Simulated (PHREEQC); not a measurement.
Dissolve 0.016 mol/kgw Cu(NO3)2 and 0.0022 mol/kgw HBF4 at 20 °C. Closed to the air; pH follows from the charge balance.

Model: ion-association model, phreeqc.dat, run in PHREEQC.

No solid was allowed to form.

### Question
Order these F species by the share of F that they hold, largest first: F-, CuF+, BF4-, BF3OH-, HF.

### Answer
BF4- (51 %), HF (28 %), F- (12 %), BF3OH- (5.1 %), CuF+ (1.6 %)

### Question
Order these B species by the share of B that they hold, largest first: H3BO3, BF2(OH)2-, BF4-, BF3OH-.

### Answer
BF4- (51 %), H3BO3 (39 %), BF3OH- (6.8 %), BF2(OH)2- (3.1 %)

The pH is 2.66 and the ionic strength 0.0503 mol/kgw. Species that the database lacks are ignored. Real BF4- forms and hydrolyses slowly; the run takes it at equilibrium.
